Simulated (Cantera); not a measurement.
A closed system holds: 1 mol V₂O₅, 250 mol H₂, 53 mol N₂, equilibrated at 1648.15 K and 0.520 bar.

These are equilibrium values from Cantera (NASA tables, ideal gas, pure condensed phases), not measurements of a reactor. Candidate condensed phases: H₂O, V, VN, VO, V₂O₃, V₂O₄, V₂O₅; 28 gas species. Condensed phases not in the tables: the oxides between V₂O₃ and V₂O₅ other than VO₂. Kinetics and transport are ignored.

**Question.** What is the equilibrium state?

**Answer.** x(H₂): 0.818
x(N₂): 0.175
x(H₂O): 0.00660
x(H): 0.000112
x(NH₃): 6.64e-6
n(V₂O₃(s)): 1.000 mol
gas amount: 303.0 mol
log10 activity of V(s) (absent): -2.29
log10 activity of V₂O₅(l) (absent): -10.73
